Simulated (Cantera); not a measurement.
Input (Python, Cantera) and output of one run.

```python
import numpy as np
import cantera as ct

gas_names = """
    C CH CH2 CH3 CH2OH CH3O CH4 CH3OH CO CO2 COOH C2 C2H CHCO,ketyl C2H2,acetylene C2H2,vinylidene
    CH2CO,ketene C2H3,vinyl CH3CO,acetyl C2H4 C2H4O,ethylen CH3CHO,ethanal CH3COOH (HCOOH)2 C2H5 C2H6
    CH3OCH3 C2H5OH C2O C3 C3H3,propargyl C3H4,allene C3H4,propyne C3H4,cyclo- C3H5,allyl C3H6,propylene
    C3H6,cyclo- C3H6O C3H7,n-propyl C3H7,i-propyl C3H8 C3H8O,1propanol C3H8O,2propanol C3O2 C4 C4H2
    C4H4,1,3-cyclo- C4H6,butadiene C4H6,2-butyne C4H6,cyclo- C4H8,1-butene C4H8,cis2-buten
    C4H8,tr2-butene C4H8,isobutene C4H8,cyclo- (CH3COOH)2 C4H9,n-butyl C4H9,i-butyl C4H9,s-butyl
    C4H9,t-butyl C4H10,isobutane C4H10,n-butane C5 C5H6,1,3cyclo- C5H8,cyclo- C5H10,1-pentene
    C5H10,cyclo- C5H11,pentyl C5H11,t-pentyl C5H12,n-pentane C5H12,i-pentane CH3C(CH3)2CH3 C6H2
    C6H5,phenyl C6H5O,phenoxy C6H6 C6H5OH,phenol C6H10,cyclo- C6H12,1-hexene C6H12,cyclo- C6H13,n-hexyl
    C7H7,benzyl C7H8 C7H8O,cresol C7H14,1-heptene C7H15,n-heptyl C7H16,n-heptane C8H8,styrene
    C8H10,ethylbenz C8H16,1-octene C8H17,n-octyl C8H18,isooctane C8H18,n-octane C9H19,n-nonyl
    C10H8,naphthale C10H21,n-decyl C12H9,o-bipheny C12H10,bipheny H HCO HO2 H2 HCHO,formaldehy HCOOH H2O
    H2O2 O OH O2 O3
""".split()
cond_names = """
    C(gr) C6H6(L) C7H8(L) C8H18(L),n-octa H2O(s) H2O(L)
""".split()


def load(file, names, dense=False):
    # The tables refer to 1 bar. Condensed volumes are neglected.
    table = {s.name: s for s in ct.Species.list_from_file(file)}
    out = []
    for n in names:
        d = dict(table[n].input_data)
        d["thermo"] = dict(d["thermo"], **{"reference-pressure": 1e5})
        if dense:
            d["equation-of-state"] = {"model": "constant-volume", "density": "1e6 g/cm^3"}
        out.append(ct.Species.from_dict(d))
    return out


gas = ct.Solution(thermo="ideal-gas", species=load("nasa_gas.yaml", gas_names))
cond = {s.name: ct.Solution(thermo="fixed-stoichiometry", species=[s], name=s.name)
        for s in load("nasa_condensed.yaml", cond_names, dense=True)}
atoms = {
    'CO': {'C': 1, 'O': 1},
    'H2': {'H': 2},
}
top_T = {'C(gr)': 4500}  # K; cautious upper limits of use, not melting points


def equilibrate(T, P, feed):
    n = {}
    for name, mol in feed.items():
        for a, k in atoms[name].items():
            n[a] = n.get(a, 0.0) + k * mol
    gas.TPX = T, P, n
    mass = sum(n.values()) * gas.mean_molecular_weight
    gas.equilibrate("TP")
    valid = [c for c in cond.values() if c.min_temp <= T <= top_T.get(c.name, c.max_temp)]
    mix = ct.Mixture([(gas, mass / gas.mean_molecular_weight)] + [(c, 0.0) for c in valid])
    mix.T, mix.P = T, P
    mix.equilibrate("TP", solver="vcs", rtol=1e-11, max_steps=5000)
    return mix


results = []
feed = {'CO': 1, 'H2': 0.73}  # mol
T = 1750  # K
P = 1000  # Pa
mix = equilibrate(T, P, feed)
results.append((T, P, feed, dict(zip(mix.species_names, mix.species_moles))))
print(gas.report(threshold=1e-06))
for i in range(1, mix.n_phases):
    print(f"{mix.phase(i).name:16s} {mix.phase_moles(i):12.5e} mol")
```

Result:

```
       temperature   1750 K
          pressure   1000 Pa
           density   0.0011703 kg/m^3
  mean mol. weight   17.029 kg/kmol
   phase of matter   gas

                          1 kg             1 kmol
                     ---------------   ---------------
          enthalpy        -1.009e+06       -1.7183e+07  J
   internal energy       -1.8635e+06       -3.1733e+07  J
           entropy             15757        2.6832e+05  J/K
    Gibbs function       -2.8584e+07       -4.8675e+08  J
 heat capacity c_p            2039.4             34728  J/K
 heat capacity c_v            1551.1             26414  J/K

                      mass frac. Y      mole frac. X     chem. pot. / RT
                     ---------------   ---------------   ---------------
                CO           0.95007            0.5776           -40.007
               CO2        3.8473e-06        1.4887e-06           -76.046
    C2H2,acetylene         3.838e-06        2.5101e-06           -32.469
                 H        8.9315e-05         0.0015089           -12.267
                H2          0.049828           0.42089           -24.534
               H2O        4.1546e-06        3.9272e-06           -60.573
     [ +104 minor]        3.8483e-07        4.0392e-07

C(gr)             0.00000e+00 mol
```

Cantera equilibrium calculation (NASA polynomials, part measured and part estimated; ideal gas, pure solids and liquids).
